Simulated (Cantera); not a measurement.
A closed system holds: 1 mol BN, 0.83 mol Cl2, 13 mol H2, equilibrated at 1775 °C and 0.100 bar.

Equilibrium computed with Cantera from the NASA thermochemical tables; the gas is ideal and each condensed phase is pure. Candidate condensed phases: B, BN, NH4Cl; 21 gas species. The tables' values for BCl, BCl2, BH2 are old estimates; treat these amounts as uncertain. Kinetics and transport are ignored.

Base state: H2 0.871, HCl 0.108, BCl 0.00820, H 0.00661, N2 0.00459, Cl 0.000610, BCl2 0.000494, BH2 0.000384 (mole fractions); condensed: BN(s).

### Question
What changes in the equilibrium state with this change: temperature from 1775 °C to 975 °C?

### Answer
```json
[
 {"species": "H2", "before": "0.871", "after": "0.880"},
 {"species": "HCl", "before": "0.108", "after": "0.120"},
 {"species": "BCl3", "before": "9.60e-5", "after": "2.02e-5"},
 {"species": "BCl", "before": "0.00820", "after": "2.86e-9"},
 {"species": "BH2", "before": "0.000384", "after": "<1e-9"},
 {"species": "BCl2", "before": "0.000494", "after": "2.07e-8"},
 {"species": "H", "before": "0.00661", "after": "1.39e-6"},
 {"species": "Cl", "before": "0.000610", "after": "1.62e-7"},
 {"species": "N2", "before": "0.00459", "after": "1.01e-5"},
 {"species": "BN(s), mol", "before": "0.871", "after": "1.000"}
]
```
